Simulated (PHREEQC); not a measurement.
**Reverse-osmosis reject: an equilibrium model**

Synthetic water in mg/kgw, 25 °C, pH 6.48, pe 10.7:

| constituent | mg/kgw |
|---|---|
| Na | 275 |
| K | 7.39 |
| Ca | 145 |
| Mg | 154 |
| Cl | 128 |
| S(6) as SO4 | 531 |
| Alkalinity as HCO3 | 1140 |
| Cd | 1.53 |
| Br | 21.2 |
| O(0) (dissolved oxygen) | 3.08 |
| N(5) as NO3 | 13.9 |
| Si as SiO2 | 10.5 |

Valence states are taken as typed.

Equilibrium calculation in PHREEQC: ion-association model, phreeqc.dat.

No solid was allowed to form.

Task: What ionic strength, charge-balance error, specific conductance does the model give?

Result: ionic strength 0.0403 mol/kgw; charge-balance error -3.0 %; specific conductance 2650 µS/cm.

Task: In which forms is Mg present?

Result: Mg+2 75 %, MgSO4 17 %, MgHCO3+ 8.0 % of the Mg.

Examples of supersaturated solids here: Otavite, Quartz (slow to form). Others may be too. The database's cadmium carbonate complexes are estimates of doubtful size.
